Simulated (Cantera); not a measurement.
A closed system holds: 1 mol Al2O3, 3.5 mol HCl, 0.29 mol H2, equilibrated at 1923 K and 1.28 Torr.

Cantera equilibrium calculation (NASA polynomials, part measured and part estimated; ideal gas, pure solids and liquids). Candidate condensed phases: Al, AlCl3, Al2O3, H2O; 29 gas species. The tables' values for AlCl2 are old estimates; treat these amounts as uncertain. The numbers say what is thermodynamically allowed, not how fast it happens.

Base state: HCl 0.842, H2 0.0927, Cl 0.0475, H 0.00696, H2O 0.00629, AlCl3 0.00157, AlCl 0.00156, AlCl2 0.00103 (mole fractions); condensed: Al2O3(s).

Problem. What changes in the equilibrium state with this change: pressure from 1.28 Torr to 0.825 Torr?

Solution. 
| species | before | after |
|---|---|---|
| HCl | 0.842 | 0.828 |
| H2 | 0.0927 | 0.0957 |
| Cl | 0.0475 | 0.0572 |
| AlCl | 0.00156 | 0.00196 |
| AlCl3 | 0.00157 | 0.00119 |
| H | 0.00696 | 0.00879 |
| OH | 4.06e-5 | 4.98e-5 |
| AlOCl | 0.000177 | 0.000216 |
| Al2O3(s), mol | 0.992 | 0.991 |
